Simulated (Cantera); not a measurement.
A freely propagating, adiabatic, planar premixed flame of 35.8 % CO, 6.09 % H2, 16.1 % O2, 41.9 % N2, equivalence ratio 1.3, unburnt at 425 K and 900 Torr; multicomponent+Soret transport, grid criteria slope 0.08 and curve 0.16, no radiation.

Detailed kinetics in Cantera: GRI-Mech 3.0 (53 species, 325 reactions). Burning velocities carry a grid error of a few per cent, more on coarse grids.

x: mole fraction of selected species; z is measured from the peak of heat release.

```tsv
z (mm)	T (K)	u (m/s)	x CO	x H2	x O2	x OH	x HO2	x NO
-1.30	425	1.71	0.358	0.0609	0.161	<1e-8	<1e-8	<1e-8
-0.867	425	1.71	0.358	0.0609	0.161	<1e-8	<1e-8	<1e-8
-0.650	425	1.71	0.358	0.0608	0.161	<1e-8	<1e-8	<1e-8
-0.434	425	1.71	0.359	0.0601	0.161	<1e-8	1.18e-7	<1e-8
-0.217	432	1.73	0.361	(withheld)	0.163	(withheld)	(withheld)	<1e-8
-0.108	639	2.52	0.357	0.0406	0.158	0.000326	0.000368	8.77e-8
0	1164	4.51	0.318	0.0217	0.124	0.00174	8.76e-5	1.74e-6
0.108	1534	5.80	0.257	0.00842	0.0770	0.00493	3.19e-5	8.65e-6
0.217	1737	6.44	0.216	0.00721	0.0538	0.00718	1.68e-5	1.89e-5
0.434	1938	7.05	0.191	0.00789	0.0415	0.00934	9.62e-6	3.74e-5
0.867	2124	7.63	0.183	0.00751	0.0362	0.0105	6.00e-6	6.57e-5
1.73	2301	8.17	0.173	0.00664	0.0304	0.0106	3.62e-6	0.000124
3.47	2456	8.61	0.160	0.00575	0.0240	0.00989	2.52e-6	0.000277
```

Complete the blanks.


- -0.217, x H2: 0.0531
- -0.217, x OH: 3.92e-8
- -0.217, x HO2: 3.98e-5
